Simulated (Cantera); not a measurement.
A perfectly stirred reactor is fed with H2 : O2 = 0.11 : 1 (molar parts), at 0.00987 atm; it is held at 1400 K, and followed from long to short residence time.

Model: GRI-Mech 3.0 (53 species, 325 reactions), integrated in Cantera. Radical loss at walls, strong at low pressure, is not modelled. The temperature is held fixed by assumption; the heat of reaction is taken as removed at once.

Task: What does this change do: H2 0.11 to 0.33 parts?

Result: 
```
quantity                 before     after
---------------------  --------  --------
x(H2) at τ = 2.90 s    0.000257  0.000742
x(O2) at τ = 2.90 s       0.890     0.712
x(HO2) at τ = 2.90 s    9.58e-7   2.10e-6
x(OH) at τ = 2.90 s     0.00307   0.00472
x(H2O) at τ = 2.90 s      0.102     0.279
x(H2) at τ = 0.110 s    0.00165   0.00564
x(O2) at τ = 0.110 s      0.863     0.683
x(HO2) at τ = 0.110 s   2.23e-6   4.82e-6
x(OH) at τ = 0.110 s    0.00768    0.0129
x(H2O) at τ = 0.110 s    0.0935     0.256
```
